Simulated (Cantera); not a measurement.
**SiO2 + HCl (oxide etching and cleaning by halides)**

Feed: 1 mol SiO2, 77 mol HCl, equilibrated at 1175 °C.

Method: chemical equilibrium by Gibbs-energy minimisation in Cantera with the NASA 1993 tables (ideal gas, pure condensed phases). Candidate condensed phases: H2O, Si, SiO2; 30 gas species. The tables hold silica as quartz up to 1696 K and as liquid above; real silica turns to tridymite and cristobalite and melts near 1996 K. Rates play no part.

From 1.00 Pa to 1.00 bar the condensed part is SiO2(β-quartz). The main Si-bearing gas is SiO at 1.00 Pa and SiCl4 at 1.00 bar.

```
P (Pa)  log p HCl  log p Cl  log p H2  log p H2O  log p SiO  log p SiCl4  log p H  n SiO2(β-quartz)
------  ---------  --------  --------  ---------  ---------  -----------  -------  ----------------
1           -5.02     -6.65     -6.98      -8.21      -8.21       -12.95    -8.52             0.952
3.60        -4.45     -6.28     -6.60      -8.02      -8.02       -11.09    -8.33             0.979
13          -3.89     -5.91     -6.22      -7.80      -7.86        -9.29    -8.14             0.991
46          -3.34     -5.54     -5.85      -7.37      -7.92        -7.94    -7.96             0.995
170         -2.77     -5.16     -5.46      -6.68      -8.22        -7.04    -7.77             0.995
600         -2.22     -4.80     -5.09      -5.96      -8.57        -6.28    -7.58             0.993
2200        -1.66     -4.43     -4.71      -5.21      -8.94        -5.52    -7.39             0.989
7700        -1.11     -4.07     -4.33      -4.49      -9.28        -4.79    -7.20             0.984
28000       -0.55     -3.71     -3.93      -3.74      -9.62        -4.04    -7.00             0.975
100000       0.00     -3.38     -3.50      -3.01      -9.93        -3.31    -6.78             0.962
```
log p: log10 of the partial pressure in bar; n: condensed amount in mol.
